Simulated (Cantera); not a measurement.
What does this Cantera script print?

```python
import numpy as np
import cantera as ct

gas_names = [...]  # 47 gases of nasa_gas.yaml made of H, N, O
cond_names = """
    H2O(s) H2O(L)
""".split()


# ... load() reads the species with a 1 bar reference pressure and builds the phases ...
atoms = {
    'NH3': {'N': 1, 'H': 3},
    'H2O': {'H': 2, 'O': 1},
    'N2': {'N': 2},
}
top_T = {}  # K; cautious upper limits of use, not melting points


# ... equilibrate(T, P, feed) seeds the gas with the atoms and calls Mixture.equilibrate('TP', solver="vcs", rtol=1e-11, max_steps=5000) ...
results = []
feed = {'NH3': 1, 'H2O': 2.7, 'N2': 11}  # mol
P = 1333.22  # Pa
for T in [2500, 2750, 3000, 3250, 3500, 3750, 4000, 4250, 4500, 4750, 5000]:
    mix = equilibrate(T, P, feed)
    results.append((T, P, feed, dict(zip(mix.species_names, mix.species_moles))))

top = {s: max(r[3][s] / sum(r[3][g] for g in gas_names) for r in results) for s in gas_names}
cols = sorted((s for s in top if top[s] > 0.001), key=lambda s: -top[s])[:7]
seen = [c for c in cond_names if any(r[3].get(c, 0) > 1e-12 for r in results)]
print("log10 of partial pressures in bar; condensed amounts in mol")
print(f"{'T/K':>10s}" + "".join(f"{s[:9]:>10s}" for s in cols + seen))
for T, P, feed, n in results:
    ng = sum(n[g] for g in gas_names)
    print(f"{T:10.4g}" + "".join(f"{np.log10(max(n[s] / ng * P / 1e5, 1e-99)):10.3f}" for s in cols)
          + "".join(f"{n.get(c, 0):10.4g}" for c in seen))
```

Output:

```
log10 of partial pressures in bar; condensed amounts in mol
       T/K        N2         H         N       H2O         O        H2        OH
      2500    -2.037    -3.063    -7.553    -2.790    -3.928    -2.926    -3.610
      2750    -2.083    -2.655    -6.661    -3.166    -3.286    -2.980    -3.412
      3000    -2.134    -2.424    -5.923    -3.919    -2.968    -3.246    -3.577
      3250    -2.158    -2.340    -5.289    -4.937    -2.857    -3.693    -3.985
      3500    -2.166    -2.316    -4.738    -5.968    -2.823    -4.174    -4.447
      3750    -2.170    -2.309    -4.258    -6.910    -2.812    -4.621    -4.880
      4000    -2.175    -2.309    -3.839    -7.752    -2.808    -5.022    -5.271
      4250    -2.185    -2.311    -3.470    -8.504    -2.809    -5.383    -5.624
      4500    -2.204    -2.317    -3.148    -9.186    -2.814    -5.711    -5.946
      4750    -2.240    -2.328    -2.868    -9.813    -2.824    -6.016    -6.246
      5000    -2.300    -2.345    -2.629   -10.401    -2.840    -6.307    -6.532
```

Method: chemical equilibrium by Gibbs-energy minimisation in Cantera with the NASA 1993 tables (ideal gas, pure condensed phases).
